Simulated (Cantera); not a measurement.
Cantera with NASA thermochemical tables; ideal gases at 1 bar, condensed phases pure. Values are per mole of reaction as written; species without (g) are pure solids or liquids, kept so even where they would boil at 1 bar. TaC: taken at fixed stoichiometry.

**Question.** Between 950 and 1550 K, where is each reaction favourable under standard conditions?
- 2 TaC + 3 H2(g) = 2 CH3(g) + 2 Ta

**Answer.** 
- 2 TaC + 3 H2(g) = 2 CH3(g) + 2 Ta: ΔG° is 602 kJ at 950 K and 630 kJ at 1550 K; it stays positive (K < 1). ΔH° is 553 kJ and ΔS° -49 J/K at 1550 K.
